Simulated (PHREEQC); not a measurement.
Make-up at 25 °C: 190 mmol/kgw KH2PO4 and 11 mmol/kgw NH3. Closed to the air; pH follows from the charge balance.

All values are PHREEQC results (ion-association model, phreeqc.dat), not measurements.

| quantity | before | after |
|---|---|---|
| pH | 5.55 | 4.64 |
| HPO4-2 (mol/kgw) | 0.0100 | 0.00983 |
| KHPO4- (mol/kgw) | 0.00103 | 0.00284 |
| H3PO4 (mol/kgw) | 5.25e-5 | 0.00164 |

Q: What was changed between the two runs?
A) NH3 from 0.011 to 0.0121 mol/kgw
B) temperature from 25 to 45 °C
C) 0.11 mol/kgw KOH added
D) KH2PO4 from 0.19 to 0.95 mol/kgw

A: D, KH2PO4 from 0.19 to 0.95 mol/kgw

This is a speciation only: nothing precipitates in the calculation. The ionic strength passes 0.7 mol/kgw, the rough limit of the ion-association models, in after.
